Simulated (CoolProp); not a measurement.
Vapour-liquid equilibrium of nitrogen (1) + carbon monoxide (2) at 5.14 bar; x and y are mole fractions of (1).

Computed with CoolProp (multi-fluid Helmholtz-energy mixture model, Span 2000 and Lemmon 2006; pair parameters Gernert 2013).

### Question
Give the bubble temperature and the first vapour's composition at x = 0.05, 0.55, 0.75. Is there an azeotrope?

### Answer
x = 0.05: 98.9 K, y = 0.070; x = 0.55: 96.1 K, y = 0.628; x = 0.75: 95.2 K, y = 0.800. No azeotrope shows between x = 0.05 and 0.95.

Pair parameters are fitted to limited data, so mixtures are less certain than the pure fluids.
